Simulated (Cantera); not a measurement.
Feed: 1 mol CH3OH, 0.014 mol O2, at 1702 °C and 0.133 bar.

Method: chemical equilibrium by Gibbs-energy minimisation in Cantera with the NASA 1993 tables (ideal gas, pure condensed phases). Candidate condensed phases: C, C6H6, C7H8, C8H18, H2O; 110 gas species. Kinetics and transport are ignored.

Base state: H2 0.656, CO 0.332, H2O 0.00837, H 0.00303, CO2 0.000943 (mole fractions); condensed: gas only.

Question: What changes in the equilibrium state with this change: CH3OH replaced by CO?

Answer: 
```csv
species,before,after
CO,0.332,0.972
CO2,0.000943,0.0280
H2,0.656,0
H2O,0.00837,0
H,0.00303,0
```
